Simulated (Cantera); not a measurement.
A closed system holds: 1 mol Pb, 32 mol H₂, 0.09 mol CO, equilibrated at 0.353 Torr.

Cantera equilibrium calculation (NASA polynomials, part measured and part estimated; ideal gas, pure solids and liquids). Candidate condensed phases: C, C₆H₆, C₇H₈, C₈H₁₈, H₂O, Pb, PbO, PbO₂, Pb₃O₄; 113 gas species. The numbers say what is thermodynamically allowed, not how fast it happens.

Task: At 1300 K, list the 4 most abundant gas species with their mole fractions, and the condensed phases.

Result: H₂ 0.967, Pb 0.0302, CO 0.00272, H 5.02e-5. Condensed: gas only.
